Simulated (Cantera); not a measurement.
Feed: 1 mol BaF2, 0.35 mol O2, 10 mol H2, held at 1850 °C and 1.00 Pa.

These are equilibrium values from Cantera (NASA tables, ideal gas, pure condensed phases), not measurements of a reactor. Candidate condensed phases: Ba, BaF2, BaO, Ba(OH)2, H2O; 27 gas species. Kinetics and transport are ignored.

Base state: H 0.576, H2 0.257, HF 0.0642, BaF 0.0418, H2O 0.0240, Ba 0.0109, O 0.0105, BaF2 0.00744 (mole fractions); condensed: gas only.

### Question
What changes in the equilibrium state with this change: pressure from 1.00 Pa to 1330 Pa?

### Answer
```csv
species,before,after
H2,0.257,0.791
H2O,0.0240,0.0597
BaF2,0.00744,0.0568
H,0.576,0.0277
O,0.0105,6.41e-6
Ba,0.0109,0.000697
HF,0.0642,0.0336
BaF,0.0418,0.0293
O2,0.000417,2.06e-7
Ba(OH)2,1.46e-6,0.000253
F,9.47e-5,7.74e-7
OH,0.00664,0.000258
BaOH,0.000368,0.00122
```
